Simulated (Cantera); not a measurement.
What does this Cantera script print?

```python
import numpy as np
import cantera as ct

gas = ct.Solution("h2o2.yaml")
gas.TPX = 1000, 1333, {'H2': 0.1, 'O2': 1}
reactor = ct.IdealGasConstPressureReactor(gas, energy="off", clone=False)
net = ct.ReactorNet([reactor])
net.rtol, net.atol = 1e-08, 1e-18
show = ['H2', 'O2', 'OH', 'H2O', 'H', 'H2O2']
times = np.geomspace(5e-05, 30, 9)

steps = ct.SolutionArray(gas, extra=["t"])
rows = []
print(f"{'t/s':>10s}{'T/K':>9s}{'P/Pa':>11s}" + "".join(f"{s:>11s}" for s in show))
for t in times:
    while net.time < t:
        t_next = net.step()
        steps.append(gas.state, t=t_next)
    rows.append([np.interp(t, steps.t, y) for y in (steps.T, steps.P, *steps(*show).X.T)])
    print(f"{t:10.3e}{rows[-1][0]:9.1f}{rows[-1][1]:11.4g}" + "".join(f"{x:11.3e}" for x in rows[-1][2:]))
rate = np.gradient(steps.T, steps.t)
print("integrator steps:", len(steps.t))
if steps.T.max() > steps.T[0] + 200:
    print(f"time of steepest temperature rise: {steps.t[rate.argmax()]:.4e} s")
gas.TPX = 1000, 1333, {'H2': 0.1, 'O2': 1}
gas.equilibrate("TP")
print(f"equilibrium (TP): T = {gas.T:.1f} K  " + "  ".join(f"{s} {gas[s].X[0]:.3e}" for s in show))
```

Result:

```
       t/s      T/K       P/Pa         H2         O2         OH        H2O          H       H2O2
 5.000e-05   1000.0       1333  9.091e-02  9.091e-01  5.086e-12  1.741e-12  3.556e-11  9.346e-16
 2.638e-04   1000.0       1333  9.091e-02  9.091e-01  7.542e-11  1.434e-10  2.112e-10  2.616e-14
 1.392e-03   1000.0       1333  9.091e-02  9.091e-01  1.234e-08  5.572e-08  2.827e-08  8.678e-13
 7.341e-03   1000.0       1333  4.790e-03  8.687e-01  3.299e-03  7.338e-02  2.431e-02  2.196e-07
 3.873e-02   1000.0       1333  2.850e-04  9.015e-01  7.322e-04  9.410e-02  5.615e-04  1.803e-07
 2.043e-01   1000.0       1333  8.451e-06  9.046e-01  1.244e-04  9.516e-02  3.018e-06  8.681e-08
 1.078e+00   1000.0       1333  3.813e-07  9.047e-01  2.994e-05  9.522e-02  4.107e-08  2.272e-08
 5.687e+00   1000.0       1333  3.473e-08  9.048e-01  9.782e-06  9.523e-02  1.434e-09  5.385e-09
 3.000e+01   1000.0       1333  4.750e-09  9.048e-01  3.736e-06  9.524e-02  8.017e-11  1.206e-09
integrator steps: 2033
equilibrium (TP): T = 1000.0 K  H2 7.629e-11  O2 9.048e-01  OH 4.772e-07  H2O 9.524e-02  H 1.728e-13  H2O2 2.945e-11
```

Cantera simulation using the H2/O2 subset of GRI-Mech 3.0, which has no nitrogen chemistry; the numbers are that mechanism's predictions, not measurements. Radical loss at walls, strong at low pressure, is not modelled. The temperature is held fixed by assumption; the heat of reaction is taken as removed at once.
